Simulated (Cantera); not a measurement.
Source: NASA polynomial tables (part measured, part estimated), evaluated in Cantera. Values are per mole of reaction as written; species without (g) are pure solids or liquids, kept so even where they would boil at 1 bar.

C6H6(g) = 3 C2H2(g)

```json
[
 {"T (K)": "2723", "ΔH° (kJ)": "589.3", "ΔS° (J/K)": "346.2", "ΔG° (kJ)": "-353.5", "log10 K": "6.78"},
 {"T (K)": "2773", "ΔH° (kJ)": "[?]", "ΔS° (J/K)": "[?]", "ΔG° (kJ)": "[?]", "log10 K": "[?]"},
 {"T (K)": "2823", "ΔH° (kJ)": "588.0", "ΔS° (J/K)": "345.7", "ΔG° (kJ)": "-388.1", "log10 K": "7.18"},
 {"T (K)": "2873", "ΔH° (kJ)": "587.3", "ΔS° (J/K)": "345.5", "ΔG° (kJ)": "-405.3", "log10 K": "7.37"},
 {"T (K)": "2923", "ΔH° (kJ)": "[?]", "ΔS° (J/K)": "[?]", "ΔG° (kJ)": "[?]", "log10 K": "[?]"},
 {"T (K)": "2973", "ΔH° (kJ)": "586.1", "ΔS° (J/K)": "345.1", "ΔG° (kJ)": "-439.9", "log10 K": "7.73"}
]
```

Question: Complete the blanks.

Answer: 
- 2773, ΔH° (kJ): 588.6
- 2773, ΔS° (J/K): 346.0
- 2773, ΔG° (kJ): -370.8
- 2773, log10 K: 6.98
- 2923, ΔH° (kJ): 586.7
- 2923, ΔS° (J/K): 345.3
- 2923, ΔG° (kJ): -422.6
- 2923, log10 K: 7.55
